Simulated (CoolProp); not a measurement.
Vapour-liquid equilibrium of carbon dioxide (1) + R152A (2) at -37.55 °C; x and y are mole fractions of (1).

Computed with CoolProp (multi-fluid Helmholtz-energy mixture model, Span 1996 and Outcalt 1996; pair parameters Bell 2016).

```csv
x,bubble pressure (MPa),y at the bubble point,dew pressure at overall composition x (MPa),liquid density (mol/L)
0.05,0.1048,0.505,0.05624,16.05
0.2,0.2602,0.823,0.06642,17.07
0.35,0.4146,0.904,0.08102,18.22
0.5,0.5669,0.942,0.1037,19.50
0.65,0.7187,0.965,…,…
0.8,…,0.982,0.2349,22.59
0.95,1.040,0.996,0.6103,…
```

Problem. Complete the blanks.

Solution. 
- 0.65, dew pressure at overall composition x (MPa): 0.1440
- 0.65, liquid density (mol/L): 20.95
- 0.8, bubble pressure (MPa): 0.8741
- 0.95, liquid density (mol/L): 24.46

No azeotrope shows between x = 0.05 and 0.95.

Pair parameters are fitted to limited data, so mixtures are less certain than the pure fluids.
